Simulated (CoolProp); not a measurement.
Model: reference Helmholtz-energy equation of state, Thol 2017, in CoolProp.

Task: Give the vapour pressure (MPa), vapour density (kg/m³), enthalpy of vaporisation (kJ/kg), liquid cp (kJ/(kg K)) of saturated decamethyltetrasiloxane (MD2M) at 217.05, 226.95, 285.95 °C.

Result: 
| T (°C) | p (MPa) | vapour density (kg/m³) | enthalpy of vaporisation (kJ/kg) | liquid cp (kJ/(kg K)) |
|---|---|---|---|---|
| 217.05 | 0.170 | 14.5 | 121 | 2.17 |
| 226.95 | 0.209 | 17.9 | 116 | 2.19 |
| 285.95 | 0.609 | 57.9 | 84.3 | 2.41 |
